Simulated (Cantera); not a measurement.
Input: 1 mol Si2Cl6, 0.038 mol Cl2, 220 mol H2, equilibrated at 775 °C and 10.0 Torr.

Method: chemical equilibrium by Gibbs-energy minimisation in Cantera with the NASA 1993 tables (ideal gas, pure condensed phases). Candidate condensed phases: Si; 19 gas species. The feed counts by its element totals alone. The tables' values for SiCl3 are old estimates; treat these amounts as uncertain. Rates play no part.

Base state: H2 0.979, HCl 0.0177, SiCl4 0.00135, SiHCl3 0.000762, SiCl2 0.000597, SiCl3 0.000209, SiH2Cl2 4.91e-5 (mole fractions); condensed: Si(s).

Question: What changes in the equilibrium state with this change: pressure from 10.0 Torr to 1.00 Torr?

Answer: 
```json
[
 {"species": "H2", "before": "0.979", "after": "0.975"},
 {"species": "HCl", "before": "0.0177", "after": "0.0228"},
 {"species": "SiCl2", "before": "0.000597", "after": "0.000995"},
 {"species": "SiCl4", "before": "0.00135", "after": "0.000375"},
 {"species": "SiH2Cl2", "before": "4.91e-5", "after": "8.16e-6"},
 {"species": "SiHCl3", "before": "0.000762", "after": "0.000164"},
 {"species": "SiCl3", "before": "0.000209", "after": "0.000143"},
 {"species": "Si(s), mol", "before": "1.34", "after": "1.62"}
]
```

Question: What changes in the equilibrium state with this change: Si2Cl6 replaced by Si3H8?

Answer: 
```tsv
species	before	after
H2	0.979	1.000
HCl	0.0177	0.000339
SiCl2	0.000597	2.14e-7
SiCl4	0.00135	<1e-9
SiCl3	0.000209	1.42e-9
SiHCl3	0.000762	5.23e-9
Si(s), mol	1.34	3.00
```
